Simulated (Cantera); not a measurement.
## Diamond growth

A diamond (100) surface in a fixed gas of H2 with x(CH4) = 0.029, x(H) = 0.035, x(CH3) = 1.9e-05, at 1025 K; coverages are run to steady state.

Detailed kinetics in Cantera: the Harris–Goodwin 1993 mechanism for the reconstructed diamond (100) surface.

```
P (Pa)  growth (µm/h)  θ c6HH  θ c6H*  θ c6*H  θ c6**    θ c6HM
------  -------------  ------  ------  ------  ------  --------
1100            0.119   0.574  0.0207   0.393  0.0117  0.000257
1800            0.198   0.574  0.0207   0.393  0.0117  0.000261
2900            0.323   0.574  0.0208   0.393  0.0117  0.000264
4700            0.527   0.574  0.0209   0.393  0.0117  0.000266
7600            0.856   0.574  0.0211   0.393  0.0118  0.000267
12000            1.36   0.574  0.0215   0.393  0.0118  0.000269
20000            2.28   0.574  0.0221   0.392  0.0119  0.000270
33000            3.78   0.574  0.0230   0.391  0.0121  0.000272
```
θ: site fractions in the mechanism's names (c6HH fully hydrogenated, c6H* and c6*H radical sites, c6** diradical, c6HM methylated).
